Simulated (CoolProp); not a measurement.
Vapour-liquid equilibrium of CF4 (R14) (1) + CHF3 (R23) (2) at 0.162 MPa; x and y are mole fractions of (1).

Computed with CoolProp (multi-fluid Helmholtz-energy mixture model, Platzer 1990 and Penoncello 2003; pair parameters Bell 2016). This equation is an older, rougher fit; its heat capacities, sound speeds and derivatives of the liquid may be far off and weren't checked against measurements.

```csv
x,bubble temperature (°C),y at the bubble point,dew temperature at overall composition x (°C),liquid density (mol/L)
0.05,-93.9,0.706,-74.5,20.96
0.125,-108.8,0.906,-76.0,21.28
0.2,-114.6,0.945,-77.7,21.13
0.275,-117.0,0.957,-79.4,20.83
0.35,-118.1,0.962,-81.4,20.47
0.425,-118.5,0.964,-83.4,20.09
0.5,-118.6,0.964,-85.8,19.71
0.575,-118.6,0.964,-88.4,19.34
0.65,-118.7,0.965,-91.4,18.99
0.725,-118.9,0.966,-94.9,18.67
0.8,-119.2,0.970,-99.3,18.38
0.875,-119.7,0.976,-105.4,18.12
0.95,-120.4,0.988,-115.5,17.91
```

No azeotrope shows between x = 0.05 and 0.95.

Pair parameters are fitted to limited data, so mixtures are less certain than the pure fluids. With so large a gap from Raoult's law the liquid may split in two, which this calculation doesn't test in full.
